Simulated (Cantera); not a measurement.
## Thermodynamics of oxide etching and cleaning by halides, feed SiO2 + NF3 + N2

Input: 1 mol SiO2, 4.5 mol NF3, a varied amount of N2, at 1275 K and 0.0165 Torr.

Equilibrium computed with Cantera from the NASA thermochemical tables; the gas is ideal and each condensed phase is pure. Candidate condensed phases: Si, SiO2, Si2N2O, Si3N4; 28 gas species. Equilibrium is a limit: real reactors are often held back by kinetics, nucleation or transport.

```
n(N2) (mol)   x N2    x F  x SiF4    x O2      x NO     x F2      x O
-----------  -----  -----  ------  ------  --------  -------  -------
0.55         0.196  0.664  0.0699  0.0699   9.64e-5  1.38e-5  6.29e-6
1.1          0.226  0.640  0.0673  0.0673  0.000102  1.28e-5  6.18e-6
2.2          0.279  0.596  0.0627  0.0626  0.000109  1.11e-5  5.96e-6
4.3          0.363  0.526  0.0554  0.0553  0.000117  8.66e-6  5.60e-6
8.4          0.481  0.429  0.0451  0.0451  0.000121  5.75e-6  5.06e-6
17           0.626  0.309  0.0325  0.0325  0.000118  2.98e-6  4.29e-6
33           0.754  0.203  0.0214  0.0213  0.000105  1.29e-6  3.48e-6
65           0.854  0.121  0.0127  0.0127   8.57e-5  4.55e-7  2.68e-6
```
x: gas mole fraction; nothing condenses.

From 0.55 mol N2 to 65 mol N2 nothing is condensed. The main Si-bearing gas is SiF4 throughout.
